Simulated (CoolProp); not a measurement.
The numbers come from the reference Helmholtz-energy equation of state, Gao 2022 in CoolProp.

Question: Give the vapour pressure (kPa), liquid density (kg/m³), vapour density (kg/m³), liquid cp (kJ/(kg K)) of saturated n-perfluoropentane at 289.8, 301.4, 359.7 K.

Answer: 
```csv
T (K),p (kPa),liquid density (kg/m³),vapour density (kg/m³),liquid cp (kJ/(kg K))
289.8,62.2,1630,7.73,1.03
301.4,97.5,1590,11.8,1.05
359.7,561,1370,67.3,1.19
```
